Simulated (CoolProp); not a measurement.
Vapour-liquid equilibrium of cyclohexane (1) + p-xylene (2) at 69.95 °C; x and y are mole fractions of (1).

Computed with CoolProp (multi-fluid Helmholtz-energy mixture model, Zhou 2014 and Zhou 2012; pair parameters Bell 2016).

Give the bubble pressure and the first vapour's composition at x = 0.05, 0.5, 0.95. Is there an azeotrope?

x = 0.05: 0.1487 bar, y = 0.327; x = 0.5: 0.4541 bar, y = 0.870; x = 0.95: 0.6959 bar, y = 0.989. No azeotrope shows between x = 0.05 and 0.95.

Pair parameters are fitted to limited data, so mixtures are less certain than the pure fluids.
